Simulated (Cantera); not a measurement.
## Adiabatic ignition

An adiabatic, constant-pressure homogeneous reactor starts with 7.19 % CH4, 19.4 % O2, 73.4 % N2, at 1198 K and 1.01 bar.

Model: GRI-Mech 3.0 (53 species, 325 reactions), integrated in Cantera.

```csv
t (s),T (K),x CH4,x O2,x HO2,x CO2,x C2H6,x CH2,x C2H2
1.00e-6,1198,0.0719,0.194,6.26e-10,<1e-12,<1e-12,<1e-12,<1e-12
3.05e-6,1198,0.0719,0.194,1.91e-9,<1e-12,<1e-12,<1e-12,<1e-12
9.30e-6,1198,0.0719,0.194,5.81e-9,<1e-12,<1e-12,<1e-12,<1e-12
2.83e-5,1198,0.0719,0.194,1.76e-8,<1e-12,<1e-12,<1e-12,<1e-12
8.64e-5,1198,0.0719,0.194,5.30e-8,<1e-12,5.34e-12,<1e-12,<1e-12
0.000263,1198,0.0719,0.194,1.55e-7,<1e-12,1.79e-10,<1e-12,<1e-12
0.000803,1198,0.0719,0.194,4.05e-7,1.38e-11,8.83e-9,<1e-12,<1e-12
0.00245,1198,0.0719,0.194,6.34e-7,1.23e-9,8.00e-7,<1e-12,<1e-12
0.00747,1198,0.0718,0.194,1.07e-6,2.85e-8,1.75e-5,1.30e-12,6.14e-11
0.0228,1203,0.0711,0.194,4.29e-6,6.27e-7,0.000170,9.78e-12,6.27e-9
0.0694,2479,<1e-12,0.0478,5.16e-6,0.0618,<1e-12,<1e-12,<1e-12
0.212,2478,<1e-12,0.0473,5.10e-6,0.0618,<1e-12,<1e-12,<1e-12
0.645,2478,<1e-12,0.0473,5.10e-6,0.0618,<1e-12,<1e-12,<1e-12
1.97,2478,<1e-12,0.0473,5.10e-6,0.0618,<1e-12,<1e-12,<1e-12
6.00,2478,<1e-12,0.0473,5.10e-6,0.0618,<1e-12,<1e-12,<1e-12
```
x: mole fraction; the columns are a selection and need not sum to one.

* **time of steepest temperature rise**: 40.0 ms
* **temperature at 6.00 s**: 2478 K
* **equilibrium temperature**: 2478 K
* **x(CH4) at 6.00 s**: <1e-12 (gas-phase equilibrium <1e-12)
* **x(O2) at 6.00 s**: 0.0473 (gas-phase equilibrium 0.0473)
* **x(HO2) at 6.00 s**: 5.10e-6 (gas-phase equilibrium 5.10e-6)
